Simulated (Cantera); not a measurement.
**Al + NH3 + H2 + HCl (aluminium nitride and oxide growth)**

Charge: 1 mol Al, 6.7 mol NH3, 17 mol H2, 1.9 mol HCl, equilibrated at 1.33 mbar.

Method: chemical equilibrium by Gibbs-energy minimisation in Cantera with the NASA 1993 tables (ideal gas, pure condensed phases). Candidate condensed phases: Al, AlCl3, AlN, NH4Cl; 20 gas species. The tables' values for AlCl2 are old estimates; treat these amounts as uncertain. Equilibrium is a limit: real reactors are often held back by kinetics, nucleation or transport.

| T (°C) | log p H2 | log p N2 | log p H | log p HCl | log p AlCl | log p AlCl3 | log p Cl | n AlN(s) |
|---|---|---|---|---|---|---|---|---|
| 752 | -2.94 | -3.91 | -9.83 | -4.21 | -9.63 | -5.22 | -11.14 | 0.857 |
| 852 | -2.94 | -3.91 | -8.82 | -4.22 | -8.04 | -5.19 | -10.15 | 0.844 |
| 952 | -2.94 | -3.91 | -7.98 | -4.23 | -6.72 | -5.17 | -9.33 | 0.828 |
| 1052 | -2.94 | -3.91 | -7.26 | -4.25 | -5.61 | -5.19 | -8.65 | 0.764 |
| 1152 | -2.95 | -3.89 | -6.64 | -4.35 | -4.75 | -5.44 | -8.13 | 0.420 |
| 1252 | -2.95 | -3.87 | -6.10 | -4.48 | -4.42 | -6.17 | -7.72 | 0 |
| 1352 | -2.95 | -3.87 | -5.63 | -4.45 | -4.40 | -6.82 | -7.23 | 0 |
| 1452 | -2.95 | -3.87 | -5.21 | -4.45 | -4.40 | -7.42 | -6.81 | 0 |
| 1552 | -2.96 | -3.87 | -4.83 | -4.45 | -4.40 | -7.96 | -6.44 | 0 |
| 1652 | -2.96 | -3.87 | -4.50 | -4.45 | -4.41 | -8.46 | -6.11 | 0 |
| 1752 | -2.97 | -3.88 | -4.20 | -4.45 | -4.42 | -8.91 | -5.81 | 0 |
| 1852 | -3.00 | -3.89 | -3.94 | -4.46 | -4.44 | -9.34 | -5.54 | 0 |
log p: log10 of the partial pressure in bar; n: condensed amount in mol.

From 752 °C to 1152 °C the condensed part is AlN(s). From 1252 °C to 1852 °C nothing is condensed. The main Al-bearing gas is AlCl3 at 752 °C and AlCl at 1852 °C.
